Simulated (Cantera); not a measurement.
Input: 1 mol SiCl4, 3.5 mol NH3, 21 mol N2, at 1825 K.

Cantera equilibrium calculation (NASA polynomials, part measured and part estimated; ideal gas, pure solids and liquids). Candidate condensed phases: NH4Cl, Si, Si3N4; 28 gas species. The tables' values for SiCl, SiN, SiCl3 are old estimates; treat these amounts as uncertain. Kinetics and transport are ignored.

At 0.0375 Torr, list the 4 most abundant gas species with their mole fractions, and the condensed phases.

N2 0.737, H2 0.120, HCl 0.0785, H 0.0216. Condensed: gas only.
